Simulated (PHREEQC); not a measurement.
Consider water at 25 °C with 0.00017 mol PbCl2 and 0.00034 mol Na2SO4 per kg of water. Closed to the air; pH follows from the charge balance.

The numbers come from PHREEQC with the ion-association model, wateq4f.dat.

Each row changes one thing in this solution. No solid was allowed to form.

| case | pH | ionic strength (mol/kgw) | SO4-2 (mol/kgw) | Pb+2 (mol/kgw) | PbSO4 (mol/kgw) | PbCl+ (mol/kgw) | SI of Anglesite (PbSO4) | SI of Pb(OH)2 (Pb(OH)2) |
|---|---|---|---|---|---|---|---|---|
| as made | 5.81 | 0.00145 | 0.000320 | 0.000148 | 1.89e-5 | 1.68e-6 | +0.32 | -0.43 |
| diluted 10-fold with water | 6.26 | 0.000151 | 3.37e-5 | 1.62e-5 | 2.74e-7 | 2.06e-8 | -1.52 | -0.45 |
| Na2SO4 from 0.00034 to 0.0034 mol/kgw | 6.00 | 0.0103 | 0.00325 | 9.27e-5 | 7.39e-5 | 8.22e-7 | +0.91 | -0.37 |
| Na2SO4 replaced by NH4HSO4 at the same molality | 3.50 | 0.00143 | 0.000312 | 0.000150 | 1.87e-5 | 1.70e-6 | +0.31 | -5.05 |
| PbCl2 from 0.00017 to 0.000255 mol/kgw | 5.72 | 0.00167 | 0.000312 | 0.000222 | 2.71e-5 | 3.73e-6 | +0.47 | -0.43 |
| Na2SO4 replaced by NiSO4 at the same molality | 5.81 | 0.00174 | 0.000309 | 0.000149 | 1.78e-5 | 1.66e-6 | +0.29 | -0.44 |

Some of these states are supersaturated (in Larnakite, Anglesite, for instance).
